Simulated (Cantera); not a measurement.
A freely propagating, adiabatic, planar premixed flame of H2 : O2 : N2 = 1 : 0.172 : 0.648 (molar parts), equivalence ratio 2.9, unburnt at 650 K and 1.00 bar; mixture-averaged transport, grid criteria slope 0.08 and curve 0.16, no radiation.

Detailed kinetics in Cantera: the H2/O2 subset of GRI-Mech 3.0, which has no nitrogen chemistry. Burning velocities carry a grid error of a few per cent, more on coarse grids.

### Question
Predict: laminar burning velocity; thermal thickness; peak x(OH); peak x(HO2); peak x(H); peak x(H2O2).

### Answer
```json
{
 "laminar_burning_velocity": "926 cm/s",
 "thermal_thickness": "0.506 mm",
 "peak x(OH)": "0.00176",
 "peak x(HO2)": "0.000188",
 "peak x(H)": "0.0808",
 "peak x(H2O2)": "3.96e-6"
}
```
